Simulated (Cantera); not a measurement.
An adiabatic, constant-volume homogeneous reactor starts with CH4 : CO : O2 : N2 = 1 : 0.31 : 3.59 : 13.5 (molar parts), equivalence ratio 0.60, at 1298 K and 10.9 atm.

Model: GRI-Mech 3.0 (53 species, 325 reactions), integrated in Cantera.

**Question.** Predict: time of steepest temperature rise; temperature at 4.00 s; equilibrium temperature; x(CO) at 4.00 s; x(O2) at 4.00 s; x(H2O) at 4.00 s; x(H2) at 4.00 s.

**Answer.** 
| Item | Value |
|---|---|
| time of steepest temperature rise | 1.17 ms |
| temperature at 4.00 s | 2696 K |
| equilibrium temperature | 2696 K |
| x(CO) at 4.00 s | 0.00510 (gas-phase equilibrium 0.00510) |
| x(O2) at 4.00 s | 0.0693 (gas-phase equilibrium 0.0693) |
| x(H2O) at 4.00 s | 0.103 (gas-phase equilibrium 0.103) |
| x(H2) at 4.00 s | 0.00118 (gas-phase equilibrium 0.00118) |
